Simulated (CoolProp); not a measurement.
Vapour-liquid equilibrium of diethyl ether (1) + benzene (2) at 0.0359 MPa; x and y are mole fractions of (1).

Model: multi-fluid Helmholtz-energy mixture model, Thol 2014 and Thol 2012; pair parameters Bell 2016, in CoolProp.

| x | bubble temperature (K) | y at the bubble point | dew temperature at overall composition x (K) | liquid density (mol/L) |
|---|---|---|---|---|
| 0.05 | 318.4 | ? | ? | 10.82 |
| 0.2 | 308.0 | 0.557 | 318.4 | 10.71 |
| 0.35 | 300.3 | ? | 314.5 | 10.58 |
| 0.5 | 294.4 | 0.848 | ? | 10.42 |
| 0.65 | 289.7 | 0.915 | 304.4 | ? |
| 0.8 | 285.7 | ? | ? | 10.06 |
| 0.95 | 282.3 | ? | 286.7 | 9.870 |

Task: What belongs in the gaps?

Result: 
- 0.05, y at the bubble point: 0.199
- 0.05, dew temperature at overall composition x (K): 321.9
- 0.35, y at the bubble point: 0.741
- 0.5, dew temperature at overall composition x (K): 309.9
- 0.65, liquid density (mol/L): 10.24
- 0.8, y at the bubble point: 0.960
- 0.8, dew temperature at overall composition x (K): 297.3
- 0.95, y at the bubble point: 0.992

No azeotrope shows between x = 0.05 and 0.95.

Pair parameters are fitted to limited data, so mixtures are less certain than the pure fluids.
